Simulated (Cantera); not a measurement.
An isothermal, constant-pressure homogeneous reactor starts with 0.128 % CO, 0.434 % O2, 0.701 % H2O, 98.7 % N2, at 1423 K and 0.178 atm.

Cantera simulation using GRI-Mech 3.0 (53 species, 325 reactions); the numbers are that mechanism's predictions, not measurements.

### Question
Predict: x(CO) at 200 s; x(O2) at 200 s; x(H2O) at 200 s; x(NO) at 200 s.

### Answer
```
Quantity                                            Value
---------------  ----------------------------------------
x(CO) at 200 s    7.25e-8 (gas-phase equilibrium 7.31e-8)
x(O2) at 200 s    0.00370 (gas-phase equilibrium 0.00364)
x(H2O) at 200 s   0.00701 (gas-phase equilibrium 0.00701)
x(NO) at 200 s   2.95e-7 (gas-phase equilibrium 0.000122)
```
